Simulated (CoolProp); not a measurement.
A closed Brayton cycle with carbon dioxide: compressor inlet 313.15 K and 9.8 MPa, high pressure 21.4 MPa, turbine inlet 950 K, compressor efficiency 0.89, turbine efficiency 0.93, recuperator effectiveness 0 (on enthalpy, no pinch check). Each further row changes one setting.

The numbers come from the reference Helmholtz-energy equation of state, Span 1996 in CoolProp.

```tsv
case	thermal efficiency (%)	net work (kJ/kg)	compressor to turbine work	compressor exit (K)	turbine exit (K)
as stated	___	106	0.15	339.2	843.3
turbine inlet 900 K	12.5	99.3	0.16	339.2	___
compressor inlet 323.15 K	12.5	___	___	___	843.3
high pressure 18.2 MPa	10.0	86.5	0.14	333.4	864.9
recuperator effectiveness 0.5	___	106	0.15	339.2	843.3
```

Question: Complete the blanks.

Answer: 
- as stated, thermal efficiency (%): 12.4
- turbine inlet 900 K, turbine exit (K): 797.0
- compressor inlet 323.15 K, net work (kJ/kg): 96.7
- compressor inlet 323.15 K, compressor to turbine work: 0.23
- compressor inlet 323.15 K, compressor exit (K): 373.5
- recuperator effectiveness 0.5, thermal efficiency (%): 19.5
